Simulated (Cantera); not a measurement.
# SiO2 + H2 + N2 (hydrogen reduction and annealing atmospheres)

Charge: 1 mol SiO2, 52 mol H2, 3.4 mol N2, equilibrated at 8500 Pa.

Cantera equilibrium calculation (NASA polynomials, part measured and part estimated; ideal gas, pure solids and liquids). Candidate condensed phases: H2O, Si, SiO2, Si2N2O, Si3N4; 35 gas species. N2 is the only nitrogen source here; it is nearly inert below about 1500 K, so the nitride shown seldom forms there in practice. Mutual solubility and eutectic melting of coexisting phases are not modelled. The tables hold silica as quartz up to 1696 K and as liquid above; real silica turns to tridymite and cristobalite and melts near 1996 K. Kinetics and transport are ignored.

| T (°C) | x H2 | x N2 | x SiO | x H2O | x H | x OH | n SiO2(β-quartz) | n Si2N2O(s) | n SiO2(condensed) |
|---|---|---|---|---|---|---|---|---|---|
| 1152 | 0.939 | 0.0613 | 1.81e-5 | 0.000106 | 2.27e-5 | 5.60e-11 | 0.996 | 0.00162 | 0 |
| 1252 | 0.938 | 0.0614 | 0.000196 | 0.000196 | 7.86e-5 | 5.10e-10 | 0.989 | 0 | 0 |
| 1352 | 0.937 | 0.0613 | 0.000726 | 0.000726 | 0.000234 | 7.64e-9 | 0.960 | 0 | 0 |
| 1452 | 0.934 | 0.0612 | 0.00228 | 0.00228 | 0.000616 | 8.29e-8 | 0 | 0 | 0.873 |
| 1552 | 0.925 | 0.0609 | 0.00621 | 0.00621 | 0.00145 | 6.82e-7 | 0 | 0 | 0.653 |
| 1652 | 0.906 | 0.0604 | 0.0151 | 0.0151 | 0.00312 | 4.48e-6 | 0 | 0 | 0.151 |
| 1752 | 0.898 | 0.0601 | 0.0177 | 0.0177 | 0.00626 | 1.29e-5 | 0 | 0 | 0 |
| 1852 | 0.893 | 0.0599 | 0.0176 | 0.0176 | 0.0118 | 2.88e-5 | 0 | 0 | 0 |
x: gas mole fraction; n: condensed amount in mol.

At 1152 °C the condensed part is SiO2(β-quartz) + Si2N2O(s). From 1252 °C to 1352 °C the condensed part is SiO2(β-quartz). From 1452 °C to 1652 °C the condensed part is SiO2(condensed). From 1752 °C to 1852 °C nothing is condensed. The main Si-bearing gas is SiO throughout.
